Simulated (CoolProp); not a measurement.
Values from CoolProp's reference Helmholtz-energy equation of state, Gao 2022.

**Question.** For n-perfluorohexane, give the phase and the density (kg/m³), cp (kJ/(kg K)), expansivity (1/kK), fugacity coefficient at 318.5 K and 0.0404 MPa; 318.5 K and 0.188 MPa.

**Answer.** 
- 318.5 K and 0.0404 MPa: gas; density 5.30, cp 0.852, expansivity 3.45, fugacity coefficient 0.974
- 318.5 K and 0.188 MPa: liquid; density 1620, cp 1.08, expansivity 1.90, fugacity coefficient 0.343
